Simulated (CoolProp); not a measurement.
Octamethyltrisiloxane (MDM) at several states: fugacity coefficient from the reference equation and from simpler models built on Tc = 292.2 °C, pc = 1.438 MPa, ω = 0.528; each cubic takes its own stable root.

Model: reference Helmholtz-energy equation of state, Thol 2017, in CoolProp.

```tsv
T (°C)	p (MPa)	phase	reference
-10.15	0.0552	liquid	0.0006123
214.65	0.352	gas	0.8564
188.75	1.66	liquid	0.1456
68.05	0.128	liquid	0.04204
-71.45	0.311	liquid	5.461e-8
189.25	0.391	liquid	0.5514
```

Problem. How far does each simpler model (van der Waals, Peng-Robinson) lie from the reference over these 6 states: mean and median of the absolute difference, and the worst?

Solution. 
- van der Waals: mean 2881720.2 %, median 1107.3 %, worst +17218358.2 % at -71.45 °C and 0.311 MPa
- Peng-Robinson: mean 41.3 %, median 4.1 %, worst +192.8 % at -71.45 °C and 0.311 MPa

At some of these states van der Waals gives the other phase, because its saturation line lies elsewhere.
